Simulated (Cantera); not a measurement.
A closed system holds: 1 mol SO2, 0.027 mol O2, held at 10.0 Pa.

These are equilibrium values from Cantera (NASA tables, ideal gas, pure condensed phases), not measurements of a reactor. Candidate condensed phases: S; 10 gas species. Equilibrium is a limit: real reactors are often held back by kinetics, nucleation or transport.

### Question
At 1550 °C, list the 6 most abundant gas species with their mole fractions, and the condensed phases.

### Answer
SO2 0.952, O2 0.0316, SO 0.0137, O 0.00268, S 7.58e-5, SO3 1.64e-5. Condensed: gas only.
